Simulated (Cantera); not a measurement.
# Diamond growth

A diamond (100) surface in a fixed gas of H2 with x(CH4) = 0.0067, x(H) = 0.00034, x(CH3) = 1.9e-05, at 1050 K; coverages are run to steady state.

Detailed kinetics in Cantera: the Harris–Goodwin 1993 mechanism for the reconstructed diamond (100) surface.

```tsv
P (Pa)	growth (µm/h)	θ c6HH	θ c6H*	θ c6*H	θ c6**	θ c6HM
520	0.00441	0.571	0.0221	0.395	0.00976	0.00117
810	0.00923	0.571	0.0220	0.395	0.00975	0.00178
1300	0.0207	0.570	0.0220	0.394	0.00974	0.00271
2000	0.0434	0.569	0.0220	0.394	0.00972	0.00390
3100	0.0912	0.568	0.0219	0.393	0.00970	0.00550
4900	0.193	0.566	0.0219	0.391	0.00967	0.00755
7700	0.389	0.564	0.0218	0.390	0.00964	0.00986
12000	0.743	0.562	0.0217	0.389	0.00960	0.0122
```
θ: site fractions in the mechanism's names (c6HH fully hydrogenated, c6H* and c6*H radical sites, c6** diradical, c6HM methylated).
